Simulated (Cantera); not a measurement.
A perfectly stirred reactor is fed with H₂ : O₂ : N₂ : H₂O = 1 : 0.278 : 1.17 : 0.31 (molar parts), at 5.00 bar; it is adiabatic with a 498 K inlet, and is followed from long to short residence time, starting on the burning branch (τ in s: 0.33, 0.13, 0.053, 0.022, 0.0087, 0.0035, 0.0014, 0.00058, 0.00023, 9.4e-05, 3.8e-05, 1.5e-05).

Detailed kinetics in Cantera: the H2/O2 subset of GRI-Mech 3.0, which has no nitrogen chemistry. The hydrogen kinetics of GRI-Mech 3.0 are dated; newer H2 mechanisms differ, most at raised pressure.

x: mole fraction; the columns are a selection and need not sum to one.

```
τ (s)    T (K)   x H₂      x O₂  x H₂O   x H₂O₂      x OH    x HO₂
-------  -----  -----  --------  -----  -------  --------  -------
0.33      1983  0.179   1.11e-5  0.349  1.66e-9   7.71e-5  6.93e-9
0.13      1981  0.179   2.10e-5  0.349  3.54e-9  0.000104  1.66e-8
0.053     1980  0.179   3.64e-5  0.349  7.56e-9  0.000148  3.79e-8
0.022     1977  0.179   6.01e-5  0.349  1.58e-8  0.000217  8.37e-8
0.0087    1972  0.178       [?]  0.348      [?]       [?]      [?]
0.0035    1965  0.178  0.000167  0.348  6.49e-8  0.000499  3.98e-7
0.0014    1953  0.177  0.000281  0.347  1.20e-7  0.000749  8.13e-7
0.00058   1937  0.177       [?]  0.346      [?]       [?]      [?]
0.00023   1911  0.176  0.000810  0.344  3.43e-7   0.00157  3.00e-6
9.4e-5    1873  0.174   0.00142  0.341  5.56e-7   0.00216  5.65e-6
3.8e-5    1817  0.173   0.00259  0.336  9.11e-7   0.00277  1.11e-5
1.5e-5    1735  0.174   0.00509  0.328  1.54e-6   0.00323  2.37e-5
```

Question: Fill in the missing entries.

Answer: 
- 0.0087, x O₂: 0.000101
- 0.0087, x H₂O₂: 3.31e-8
- 0.0087, x OH: 0.000331
- 0.0087, x HO₂: 1.88e-7
- 0.00058, x O₂: 0.000467
- 0.00058, x H₂O₂: 2.04e-7
- 0.00058, x OH: 0.00109
- 0.00058, x HO₂: 1.55e-6
